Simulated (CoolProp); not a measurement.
Nitrous oxide at 298.15 K and 8.7 MPa is throttled through a valve to 2.1 MPa with no heat exchange. Each further row changes one setting.

Model: reference Helmholtz-energy equation of state, Lemmon 2006, in CoolProp. It is a short technical equation, of lower accuracy than the large ones.

```
case                      temperature change (K)                       final phase  final density (kg/m³)
------------------------  ----------------------  --------------------------------  ---------------------
as stated                             (withheld)  two-phase, vapour fraction 0.317             (withheld)
outlet pressure 0.63 MPa              (withheld)  two-phase, vapour fraction 0.467             (withheld)
outlet pressure 2.73 MPa              (withheld)  two-phase, vapour fraction 0.263             (withheld)
```

Q: What belongs in the gaps?

A: 
- as stated, temperature change (K): -39.7
- as stated, final density (kg/m³): 155
- outlet pressure 0.63 MPa, temperature change (K): -75.7
- outlet pressure 0.63 MPa, final density (kg/m³): 34.9
- outlet pressure 2.73 MPa, temperature change (K): -30.1
- outlet pressure 2.73 MPa, final density (kg/m³): 228
